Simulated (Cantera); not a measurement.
Ignition delay

Mixture: CH4 : CO : O2 : N2 = 1 : 0.18 : 3.94 : 14.8 (molar parts), equivalence ratio 0.53, at 3.90 bar, adiabatic and at constant volume. Ignition delay is the time to a rise of 400 K.

Model: GRI-Mech 3.0 (53 species, 325 reactions), integrated in Cantera.

| T0 (K) | delay (ms) |
|---|---|
| 1150 | 20.0 |
| 1250 | 5.05 |
| 1350 | 1.49 |
| 1450 | 0.502 |
| 1550 | 0.194 |
| 1650 | 0.0855 |
| 1750 | 0.0422 |
| 1850 | 0.0228 |
| 1950 | 0.0133 |

```json
{
 "apparent activation energy between 1750 and 1950 K": "160 kJ/mol"
}
```
